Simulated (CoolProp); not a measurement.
The numbers come from the reference Helmholtz-energy equation of state, Smukala 2000 in CoolProp.

Problem. For ethylene, give the phase and the Z, cv (kJ/(kg K)), speed of sound (m/s), expansivity (1/kK) at 211.4 K and 2.52 bar; 211.4 K and 3.7 bar.

Solution. 
- 211.4 K and 2.52 bar: gas; Z 0.958, cv 1.02, speed of sound 278, expansivity 5.39
- 211.4 K and 3.7 bar: gas; Z 0.937, cv 1.03, speed of sound 274, expansivity 5.77
